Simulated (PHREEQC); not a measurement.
A solution holds 0.0018 mol HF and 0.00011 mol NH4HF2 per kg of water, at 20 °C. Closed to the air; pH follows from the charge balance.

The numbers come from PHREEQC with the ion-association model, phreeqc.dat.

Each row changes one thing in this solution. Precipitation was switched off in this run.

| case | pH | ionic strength (mol/kgw) | HF (mol/kgw) | F- (mol/kgw) | HF2- (mol/kgw) |
|---|---|---|---|---|---|
| as made | 3.08 | 0.000964 | 0.00105 | 0.000961 | 3.72e-6 |
| NH4HF2 left out | 3.08 | 0.000857 | 0.000941 | 0.000854 | ___ |
| HF from 0.0018 to 0.00198 mol/kgw | 3.06 | 0.00102 | 0.00118 | 0.00101 | ___ |
| NH4HF2 from 0.00011 to 5.5e-05 mol/kgw | 3.08 | 0.000910 | 0.000996 | 0.000907 | 3.32e-6 |
| NH4HF2 from 0.00011 to 0.00022 mol/kgw | 3.08 | 0.00107 | 0.00116 | 0.00107 | 4.57e-6 |
| 2.7e-05 mol/kgw KCl added | 3.08 | 0.000992 | 0.00105 | 0.000961 | 3.72e-6 |
| diluted 5-fold with water | 3.57 | 0.000296 | 0.000107 | 0.000296 | 1.17e-7 |
| HF left out | 4.07 | 0.000197 | ___ | 0.000197 | 1.66e-8 |

Problem. Fill in the missing entries.

Solution. 
- NH4HF2 left out, HF2- (mol/kgw): 2.95e-6
- HF from 0.0018 to 0.00198 mol/kgw, HF2- (mol/kgw): 4.39e-6
- HF left out, HF (mol/kgw): 2.28e-5
